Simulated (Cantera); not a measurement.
Feed: 1 mol FeS2, a varied amount of H2, 8.9 mol H2O, held at 2050 K and 0.0100 bar.

Method: chemical equilibrium by Gibbs-energy minimisation in Cantera with the NASA 1993 tables (ideal gas, pure condensed phases). Candidate condensed phases: Fe, FeO, Fe(OH)2, Fe(OH)3, FeS, FeSO4, FeS2, Fe2O3, Fe2(SO4)3, Fe3O4, H2O, H2SO4, S; 22 gas species. The numbers say what is thermodynamically allowed, not how fast it happens.

x: gas mole fraction; nothing condenses.

| n(H2) (mol) | x H2 | x H2O | x Fe | x H | x S2 | x SO |
|---|---|---|---|---|---|---|
| 20 | 0.646 | 0.254 | 0.0314 | 0.0182 | 0.0138 | 0.0113 |
| 67 | 0.837 | 0.109 | 0.0126 | 0.0208 | 0.00537 | 0.00233 |
| 110 | 0.886 | ___ | ___ | 0.0214 | ___ | ___ |
| 160 | 0.912 | 0.0507 | 0.00578 | 0.0217 | 0.00186 | 0.000585 |
| 210 | 0.927 | 0.0393 | 0.00447 | 0.0218 | 0.00127 | 0.000370 |
| 260 | 0.936 | ___ | ___ | 0.0219 | ___ | ___ |
| 300 | 0.941 | 0.0280 | 0.00318 | 0.0220 | 0.000751 | 0.000199 |

Question: Fill in the missing entries.

Answer: 
- 260, x H2O: 0.0321
- 260, x Fe: 0.00365
- 260, x S2: 0.000932
- 260, x SO: 0.000256
- 110, x H2O: 0.0712
- 110, x Fe: 0.00816
- 110, x S2: 0.00303
- 110, x SO: 0.00108
